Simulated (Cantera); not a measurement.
What does this Cantera script print?

```python
import numpy as np
import cantera as ct

gas = ct.Solution("gri30.yaml")


def delay(T, t_max=10):
    gas.TPX = T, 101325, {'CH4': 1, 'O2': 1.25, 'N2': 4.7}
    reactor = ct.IdealGasReactor(gas, clone=False)
    net = ct.ReactorNet([reactor])
    net.rtol, net.atol = 1e-8, 1e-16
    while net.time < t_max:
        t_old, T_old = net.time, reactor.T
        net.step()
        if reactor.T > T + 400:  # ignition: a rise of 400 K
            return t_old + (T + 400 - T_old) / (reactor.T - T_old) * (net.time - t_old)
    return np.nan


taus = []
for T in [1025, 1125, 1225, 1325, 1425, 1525]:
    taus.append(delay(T))
    print(f"T0 = {T:6g} K   tau = {taus[-1]:.4e} s")
```

It prints:

```
T0 =   1025 K   tau = 8.8239e-01 s
T0 =   1125 K   tau = 1.7001e-01 s
T0 =   1225 K   tau = 3.8734e-02 s
T0 =   1325 K   tau = 1.0163e-02 s
T0 =   1425 K   tau = 3.0164e-03 s
T0 =   1525 K   tau = 1.0210e-03 s
```

Cantera simulation using GRI-Mech 3.0 (53 species, 325 reactions); the numbers are that mechanism's predictions, not measurements.
